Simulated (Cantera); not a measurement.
Feed: 1 mol ZrO₂, 37 mol H₂, held at 0.113 Torr.

Cantera equilibrium calculation (NASA polynomials, part measured and part estimated; ideal gas, pure solids and liquids). Candidate condensed phases: H₂O, Zr, ZrO₂; 12 gas species. Rates play no part.

x: gas mole fraction; n: condensed amount in mol.

```csv
T (°C),x H₂,x H,x H₂O,x ZrO,x Zr,n ZrO₂(monoclinic),n ZrO₂(tetragonal)
1050,1.000,0.000129,1.36e-10,1.84e-12,<1e-12,1.00,0
1100,1.000,0.000272,3.61e-10,1.46e-11,1.05e-12,1.00,0
1150,0.999,0.000542,8.96e-10,9.93e-11,(withheld),1.00,0
1200,0.999,0.00103,2.08e-9,5.93e-10,(withheld),1.00,0
1250,0.998,0.00189,4.55e-9,3.12e-9,(withheld),0,1.00
1300,0.997,0.00331,1.23e-8,1.13e-8,(withheld),0,1.00
1350,0.994,0.00563,3.54e-8,3.34e-8,(withheld),0,1.000
1400,0.991,0.00926,9.56e-8,9.19e-8,(withheld),0,1.000
```

**Question.** Fill in the missing entries.

**Answer.** 
- 1150, x Zr: 6.74e-12
- 1200, x Zr: 3.81e-11
- 1250, x Zr: 1.92e-10
- 1300, x Zr: 5.11e-10
- 1350, x Zr: 1.00e-9
- 1400, x Zr: 1.87e-9
